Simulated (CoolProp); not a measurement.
Properties of ethanol along the isotherm 585.2 K (Tc = 514.7 K, pc = 6.268 MPa, ω = 0.644).

Values from CoolProp's reference Helmholtz-energy equation of state, Schroeder 2014.

```csv
p (MPa),phase,cp (kJ/(kg K)),isothermal compressibility (1/MPa),viscosity (µPa s),conductivity (mW/(m K)),fugacity coefficient
3.92,gas,2.749,0.2894,18.1,57.1,0.9013
7.83,supercritical,3.623,0.1831,20.8,71.3,0.8032
11.8,supercritical,5.526,0.1619,28.2,98.5,0.7011
15.7,supercritical,5.697,0.07598,41.1,120,0.6095
19.6,supercritical,5.129,0.03525,50.9,128,0.5422
23.5,supercritical,4.815,0.02121,58.2,133,0.4951
27.4,supercritical,4.600,0.01459,63.9,137,0.4615
31.3,supercritical,4.443,0.01091,68.8,140,0.4370
35.3,supercritical,4.324,0.008601,73.1,143,0.4185
39.2,supercritical,4.234,0.007105,76.8,145,0.4053
43.1,supercritical,4.163,0.006046,80.2,147,0.3956
47,supercritical,4.105,0.005259,83.4,150,0.3887
50.9,supercritical,4.057,0.004655,86.4,152,0.3840
54.8,supercritical,4.016,0.004176,89.2,154,0.3812
58.8,supercritical,3.981,0.003779,91.9,156,0.3799
62.7,supercritical,3.951,0.003459,94.5,158,0.3799
```

The peak of cp marks the crossing from liquid-like to gas-like fluid above the critical point.

Viscosity comes from a separate model (Kiselev 2005). Thermal conductivity comes from a separate model (Assael 2013).
